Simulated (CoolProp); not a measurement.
The numbers come from the reference Helmholtz-energy equation of state, Platzer 1990 in CoolProp. This equation is an older, rougher fit; its heat capacities, sound speeds and derivatives of the liquid may be far off and weren't checked against measurements.

**Question.** Give the vapour pressure (MPa), vapour density (kg/m³), enthalpy of vaporisation (kJ/kg), liquid viscosity (µPa s) of saturated CF4 (R14) at 155.3, 170.6, 172.8 K.

**Answer.** 
```csv
T (K),p (MPa),vapour density (kg/m³),enthalpy of vaporisation (kJ/kg),liquid viscosity (µPa s)
155.3,0.197,14.2,129,195
170.6,0.454,31.5,118,153
172.8,0.505,35.0,117,148
```

Viscosity comes from a separate model (Huber 2003), an estimate that may be off by 10 % or more.
